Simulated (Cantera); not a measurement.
Charge: 1 mol Si3N4, 0.0015 mol O2, 43 mol N2, at 0.133 bar.

These are equilibrium values from Cantera (NASA tables, ideal gas, pure condensed phases), not measurements of a reactor. Candidate condensed phases: Si, SiO2, Si2N2O, Si3N4; 16 gas species. Mutual solubility and eutectic melting of coexisting phases are not modelled. The tables' values for SiN are old estimates; treat these amounts as uncertain. Rates play no part.

log p: log10 of the partial pressure in bar; n: condensed amount in mol.

```
T (°C)  log p N2  log p Si  log p Si2N  log p SiN  log p SiO  log p Si2  log p Si3  n Si2N2O(s)  n Si3N4(s)  n Si(l)
------  --------  --------  ----------  ---------  ---------  ---------  ---------  -----------  ----------  -------
1327       -0.88     -8.78      -10.82      -9.28      -5.96       <-12       <-12      0.00264       0.998        0
1402       -0.88       [?]         [?]      -8.39        [?]        [?]       <-12          [?]       0.999        0
1477       -0.88     -6.85       -8.38      -7.58      -5.03     -10.17     -11.81            0       0.999        0
1552       -0.88     -6.01       -7.31      -6.84      -5.03      -8.87     -10.17            0       0.999        0
1627       -0.88     -5.24       -6.33      -6.15      -5.03      -7.67      -8.66            0       0.998        0
1702       -0.88     -4.53       -5.43      -5.52      -5.03      -6.57      -7.27            0       0.995        0
1777       -0.88       [?]         [?]      -5.18      -5.05        [?]        [?]            0           0     2.96
1852       -0.88     -3.76       -4.83      -4.90      -5.05      -5.62      -6.32            0           0     2.92
```

Question: Some entries are withheld; supply them.

Answer: 
- 1777, log p Si: -4.11
- 1777, log p Si2N: -5.09
- 1777, log p Si2: -6.05
- 1777, log p Si3: -6.72
- 1402, log p Si: -7.77
- 1402, log p Si2N: -9.54
- 1402, log p SiO: -5.12
- 1402, log p Si2: -11.59
- 1402, n Si2N2O(s): 0.000540
